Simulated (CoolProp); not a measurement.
A Linde-Hampson liquefier for methane: isothermal reversible compression at 290 K from 1 atm to 40 MPa, throttling to 1 atm, return gas leaving the recuperator 2 K below the feed. Each further row changes one setting.

Model: reference Helmholtz-energy equation of state, Setzmann 1991, in CoolProp.

```csv
case,liquid yield per pass,compression work (kJ/kg of gas)
as stated,…,840
high pressure 80 MPa,…,…
warm-end temperature 320 K,0.211,950
warm-end gap 7 K,…,840
```

Q: Complete the blanks.

A: 
- as stated, liquid yield per pass: 0.264
- high pressure 80 MPa, liquid yield per pass: 0.235
- high pressure 80 MPa, compression work (kJ/kg of gas): 976
- warm-end gap 7 K, liquid yield per pass: 0.255
